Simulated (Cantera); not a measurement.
Input (Python, Cantera) and output of one run.

```python
import numpy as np
import cantera as ct

gas_names = """
    C CH CH2 CH3 CH2OH CH3O CH4 CH3OH CN CO CO2 COOH C2 C2H CHCO,ketyl C2H2,acetylene C2H2,vinylidene
    CH2CO,ketene C2H3,vinyl CH3CN CH3CO,acetyl C2H4 C2H4O,ethylen CH3CHO,ethanal CH3COOH (HCOOH)2 C2H5
    C2H6 CH3OCH3 C2H5OH CCN CNC C2N2 C2O C3 C3H3,propargyl C3H4,allene C3H4,propyne C3H4,cyclo-
    C3H5,allyl C3H6,propylene C3H6,cyclo- C3H6O C3H7,n-propyl C3H7,i-propyl C3H8 C3H8O,1propanol
    C3H8O,2propanol C3O2 C4 C4H2 C4H4,1,3-cyclo- C4H6,butadiene C4H6,2-butyne C4H6,cyclo- C4H8,1-butene
    C4H8,cis2-buten C4H8,tr2-butene C4H8,isobutene C4H8,cyclo- (CH3COOH)2 C4H9,n-butyl C4H9,i-butyl
    C4H9,s-butyl C4H9,t-butyl C4H10,isobutane C4H10,n-butane C4N2 C5 C5H6,1,3cyclo- C5H8,cyclo-
    C5H10,1-pentene C5H10,cyclo- C5H11,pentyl C5H11,t-pentyl C5H12,n-pentane C5H12,i-pentane
    CH3C(CH3)2CH3 C6H2 C6H5,phenyl C6H5O,phenoxy C6H6 C6H5OH,phenol C6H10,cyclo- C6H12,1-hexene
    C6H12,cyclo- C6H13,n-hexyl C7H7,benzyl C7H8 C7H8O,cresol C7H14,1-heptene C7H15,n-heptyl
    C7H16,n-heptane C8H8,styrene C8H10,ethylbenz C8H16,1-octene C8H17,n-octyl C8H18,isooctane
    C8H18,n-octane C9H19,n-nonyl C10H8,naphthale C10H21,n-decyl C12H9,o-bipheny C12H10,bipheny H HCN HCO
    HCCN HNC HNCO HNO HNO2 HNO3 HO2 H2 HCHO,formaldehy HCOOH H2O H2O2 N NCO NH NH2 NH3 NH2OH NO NO2 NO3
    N2 N2H2 N2H4 N2O O OH O2 O3
""".split()
cond_names = """
    C(gr) C6H6(L) C7H8(L) C8H18(L),n-octa H2O(s) H2O(L)
""".split()


def load(file, names, dense=False):
    # The tables refer to 1 bar. Condensed volumes are neglected.
    table = {s.name: s for s in ct.Species.list_from_file(file)}
    out = []
    for n in names:
        d = dict(table[n].input_data)
        d["thermo"] = dict(d["thermo"], **{"reference-pressure": 1e5})
        if dense:
            d["equation-of-state"] = {"model": "constant-volume", "density": "1e6 g/cm^3"}
        out.append(ct.Species.from_dict(d))
    return out


gas = ct.Solution(thermo="ideal-gas", species=load("nasa_gas.yaml", gas_names))
cond = {s.name: ct.Solution(thermo="fixed-stoichiometry", species=[s], name=s.name)
        for s in load("nasa_condensed.yaml", cond_names, dense=True)}
atoms = {
    'CO2': {'C': 1, 'O': 2},
    'H2O': {'H': 2, 'O': 1},
    'N2': {'N': 2},
}
top_T = {'C(gr)': 4500}  # K; cautious upper limits of use, not melting points


def equilibrate(T, P, feed):
    n = {}
    for name, mol in feed.items():
        for a, k in atoms[name].items():
            n[a] = n.get(a, 0.0) + k * mol
    gas.TPX = T, P, n
    mass = sum(n.values()) * gas.mean_molecular_weight
    gas.equilibrate("TP")
    valid = [c for c in cond.values() if c.min_temp <= T <= top_T.get(c.name, c.max_temp)]
    mix = ct.Mixture([(gas, mass / gas.mean_molecular_weight)] + [(c, 0.0) for c in valid])
    mix.T, mix.P = T, P
    mix.equilibrate("TP", solver="vcs", rtol=1e-11, max_steps=5000)
    return mix


results = []
T = 3248.15  # K
P = 11000000  # Pa
for m in [0.055, 0.083, 0.13, 0.19, 0.3, 0.45, 0.69, 1.1, 1.6, 2.5, 3.8, 5.8, 8.8]:
    feed = {'CO2': 1, 'H2O': m, 'N2': 0.9}  # mol
    mix = equilibrate(T, P, feed)
    results.append((T, P, feed, dict(zip(mix.species_names, mix.species_moles))))

top = {s: max(r[3][s] / sum(r[3][g] for g in gas_names) for r in results) for s in gas_names}
cols = sorted((s for s in top if top[s] > 1e-06), key=lambda s: -top[s])[:8]
seen = [c for c in cond_names if any(r[3].get(c, 0) > 1e-12 for r in results)]
print("log10 of partial pressures in bar; condensed amounts in mol")
print(f"{'n(H2O)':>10s}" + "".join(f"{s[:9]:>10s}" for s in cols + seen))
for T, P, feed, n in results:
    ng = sum(n[g] for g in gas_names)
    print(f"{feed['H2O']:10.4g}" + "".join(f"{np.log10(max(n[s] / ng * P / 1e5, 1e-99)):10.3f}" for s in cols)
          + "".join(f"{n.get(c, 0):10.4g}" for c in seen))
```

Output:

```
log10 of partial pressures in bar; condensed amounts in mol
    n(H2O)       H2O        N2       CO2        CO        O2        H2        OH        NO
     0.055     0.358     1.664     1.593     1.125     0.703    -1.007    -0.037     0.373
     0.083     0.545     1.657     1.586     1.121     0.697    -0.816     0.056     0.367
      0.13     0.743     1.647     1.575     1.114     0.688    -0.614     0.153     0.358
      0.19     0.904     1.634     1.561     1.105     0.678    -0.448     0.231     0.347
       0.3     1.089     1.612     1.537     1.088     0.663    -0.256     0.319     0.328
      0.45     1.242     1.583     1.506     1.066     0.644    -0.093     0.391     0.304
      0.69     1.391     1.541     1.460     1.034     0.619     0.068     0.459     0.270
       1.1     1.534     1.478     1.393     0.983     0.584     0.228     0.522     0.221
       1.6     1.632     1.411     1.322     0.929     0.552     0.343     0.563     0.172
       2.5     1.729     1.312     1.217     0.846     0.509     0.461     0.601     0.101
       3.8     1.800     1.200     1.100     0.749     0.467     0.553     0.626     0.024
       5.8     1.854     1.069     0.964     0.633     0.428     0.627     0.643    -0.061
       8.8     1.893     0.925     0.817     0.502     0.395     0.683     0.654    -0.150
```

Equilibrium computed with Cantera from the NASA thermochemical tables; the gas is ideal and each condensed phase is pure. The ideal-gas law is rough above about 30 bar.
